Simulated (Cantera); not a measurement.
Feed: 1 mol SiH4, 0.039 mol HCl, 20 mol H2, at 1050 K and 0.100 bar.

Cantera equilibrium calculation (NASA polynomials, part measured and part estimated; ideal gas, pure solids and liquids). Candidate condensed phases: Si; 19 gas species. Kinetics and transport are ignored.

### Question
What is the equilibrium state?

### Answer
```
Property       Result
----------  ---------
x(H2)           0.998
x(HCl)        0.00173
x(SiCl2)      5.61e-6
x(SiHCl3)     5.02e-6
x(SiH2Cl2)    3.42e-6
n(Si(s))    1.000 mol
gas amount  22.04 mol
```
